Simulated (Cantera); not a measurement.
A perfectly stirred reactor is fed with CO : H2 : O2 : N2 = 1 : 0.049 : 0.53 : 1.99 (molar parts), equivalence ratio 0.99, at 100000 Pa; it is adiabatic with a 725 K inlet, and is followed from long to short residence time, starting on the burning branch (τ in s: 0.24, 0.11, 0.047, 0.021, 0.0092, 0.0041, 0.0018, 0.00081, 0.00036, 0.00016, 7.1e-05, 3.1e-05, 1.4e-05).

Model: GRI-Mech 3.0 (53 species, 325 reactions), integrated in Cantera.

x: mole fraction; the columns are a selection and need not sum to one.

```csv
τ (s),T (K),x CO,x H2,x O2,x HO2,x NO2,x NO
0.24,2515,0.0645,0.000531,0.0284,1.20e-6,2.39e-6,0.00744
0.11,2507,0.0657,0.000542,0.0292,1.19e-6,2.31e-6,0.00706
0.047,2485,0.0687,0.000571,0.0309,1.19e-6,2.13e-6,(withheld)
0.021,2441,0.0745,0.000631,0.0341,1.22e-6,1.77e-6,(withheld)
0.0092,2355,0.0850,0.000746,0.0395,1.42e-6,1.12e-6,(withheld)
0.0041,2234,0.0985,0.000904,0.0458,2.11e-6,4.73e-7,(withheld)
0.0018,2089,0.113,0.00107,0.0516,3.58e-6,1.57e-7,(withheld)
0.00081,1935,0.126,0.00119,0.0564,5.76e-6,7.02e-8,(withheld)
0.00036,1762,0.140,0.00123,0.0619,8.88e-6,4.54e-8,(withheld)
0.00016,1552,0.164,0.00124,0.0744,1.50e-5,2.48e-8,(withheld)
7.1e-5,725,0.280,0.0137,0.149,<1e-12,<1e-12,<1e-12
3.1e-5,725,0.280,0.0137,0.149,<1e-12,<1e-12,<1e-12
1.4e-5,725,0.280,0.0137,0.149,<1e-12,<1e-12,<1e-12
```

Q: What belongs in the gaps?

A: 
- 0.047, x NO: 0.00624
- 0.021, x NO: 0.00487
- 0.0092, x NO: 0.00292
- 0.0041, x NO: 0.00121
- 0.0018, x NO: 0.000393
- 0.00081, x NO: 0.000169
- 0.00036, x NO: 9.91e-5
- 0.00016, x NO: 4.39e-5
